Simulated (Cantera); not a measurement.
Feed: 1 mol Fe₂O₃, 1.1 mol CH₄, 0.47 mol N₂, 6.9 mol CO, at 0.225 Torr.

Equilibrium computed with Cantera from the NASA thermochemical tables; the gas is ideal and each condensed phase is pure. Candidate condensed phases: C, C₆H₆, C₇H₈, C₈H₁₈, Fe, Fe(CO)₅, FeO, Fe(OH)₂, Fe(OH)₃, Fe₂O₃, Fe₃O₄, H₂O; 140 gas species. Mutual solubility and eutectic melting of coexisting phases are not modelled. The tables' stoichiometric FeO is somewhat more stable than real wüstite, so its field is too wide. FeO: taken at fixed stoichiometry. The numbers say what is thermodynamically allowed, not how fast it happens. All values below are at 1648 K.

Base state: CO 0.647, H₂ 0.138, CO₂ 0.0959, H₂O 0.0655, N₂ 0.0436, Fe 0.00870, H 0.00191, OH 4.08e-5 (mole fractions); condensed: Fe(γ) + FeO(s).

What changes in the equilibrium state with this change: pressure from 0.225 Torr to 100 Torr?


```tsv
species	before	after
CO	0.647	0.653
H₂	0.138	0.140
CO₂	0.0959	0.0969
Fe	0.00870	1.96e-5
H₂O	0.0655	0.0664
N₂	0.0436	0.0440
FeO	2.94e-5	6.62e-8
H	0.00191	9.12e-5
Fe(γ), mol	1.75	1.84
FeO(s), mol	0.160	0.158
```
